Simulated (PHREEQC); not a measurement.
Solution (25 °C): 0.064 mol HF, 0.015 mol NH4F and 2.6e-07 mol H4SiO4 per kg of water. Closed to the air; pH follows from the charge balance.

The numbers come from PHREEQC with the ion-association model, wateq4f.dat.

```csv
quantity,before,after
pH,2.62,1.39
ionic strength (mol/kgw),0.0177,0.0638
HF (mol/kgw),0.0470,0.0170
F- (mol/kgw),0.0150,0.000351
H2F2 (mol/kgw),0.00579,0.000761
HF2- (mol/kgw),0.00271,2.32e-5
SI of Quartz (SiO2),-11.23,-6.28
```

Task: Which change was made?
A) HF from 0.064 to 0.0064 mol/kgw
B) HF replaced by HBF4 at the same molality
C) diluted 2-fold with water
D) 0.00073 mol/kgw (CH3)4NF added
E) H4SiO4 from 2.6e-07 to 3.9e-07 mol/kgw

Result: B, HF replaced by HBF4 at the same molality

This is a speciation only: nothing precipitates in the calculation. SiF6-2 is the database's only silicon fluoride. Real BF4- forms and hydrolyses slowly; the run takes it at equilibrium.
